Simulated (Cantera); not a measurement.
Input (Python, Cantera):

```python
import numpy as np
import cantera as ct

gas = ct.Solution("gri30.yaml")
gas.TPX = 300, 90000, {'H2': 1, 'O2': 0.676, 'N2': 2.54}
inlet = ct.Reservoir(gas, clone=True)
gas.equilibrate("HP")  # start burning
reactor = ct.IdealGasConstPressureReactor(gas, energy="on", clone=False)
exhaust = ct.Reservoir(gas, clone=True)
tau = [0.023, 0.011, 0.0053, 0.0026, 0.0012, 0.0006, 0.00029, 0.00014, 6.8e-05, 3.3e-05, 1.6e-05, 7.6e-06][0]
for a, b in ((inlet, reactor), (reactor, exhaust)):
    ct.MassFlowController(a, b, mdot=lambda t: reactor.mass / tau)
net = ct.ReactorNet([reactor])
show = ['H2', 'O2', 'N2O', 'NO', 'H2O', 'HO2']

rows = []
print(f"{'tau/s':>10s}{'T/K':>9s}" + "".join(f"{s:>11s}" for s in show))
for tau in [0.023, 0.011, 0.0053, 0.0026, 0.0012, 0.0006, 0.00029, 0.00014, 6.8e-05, 3.3e-05, 1.6e-05, 7.6e-06]:
    net.initial_time = 0.0
    net.advance(30 * tau)
    before = gas.X
    net.advance(40 * tau)
    drift = np.max(np.abs(gas.X - before) / (gas.X + 1e-9))
    rows.append([gas.T, *gas[show].X, drift])
    print(f"{tau:10.3e}{gas.T:9.1f}" + "".join(f"{x:11.3e}" for x in gas[show].X))
```

It prints:

```
     tau/s      T/K         H2         O2        N2O         NO        H2O        HO2
 2.300e-02   2065.1  1.869e-03  4.644e-02  2.835e-07  1.658e-04  2.636e-01  2.963e-06
 1.100e-02   2050.0  2.809e-03  4.649e-02  2.891e-07  1.140e-04  2.616e-01  3.874e-06
 5.300e-03   2026.6  4.279e-03  4.668e-02  2.699e-07  7.890e-05  2.587e-01  5.411e-06
 2.600e-03   1992.4  6.384e-03  4.710e-02  2.361e-07  5.552e-05  2.546e-01  7.753e-06
 1.200e-03   1938.5  9.526e-03  4.799e-02  1.965e-07  4.068e-05  2.486e-01  1.149e-05
 6.000e-04   1871.8  1.307e-02  4.930e-02  1.649e-07  3.441e-05  2.416e-01  1.604e-05
 2.900e-04   1781.3  1.735e-02  5.134e-02  1.374e-07  3.079e-05  2.327e-01  2.207e-05
 1.400e-04   1670.1  2.221e-02  5.433e-02  1.140e-07  2.606e-05  2.222e-01  2.961e-05
 6.800e-05   1540.1  2.877e-02  5.902e-02  9.151e-08  1.854e-05  2.096e-01  3.966e-05
 3.300e-05   1379.8  4.435e-02  6.900e-02  6.227e-08  8.893e-06  1.888e-01  5.719e-05
 1.600e-05    300.0  2.372e-01  1.603e-01 -2.583e-23 -2.348e-21 -1.888e-16 -1.301e-18
 7.600e-06    300.0  2.372e-01  1.603e-01 -4.940e-26 -4.491e-24 -3.610e-19 -2.488e-21
```

Computed with Cantera and GRI-Mech 3.0 (53 species, 325 reactions).
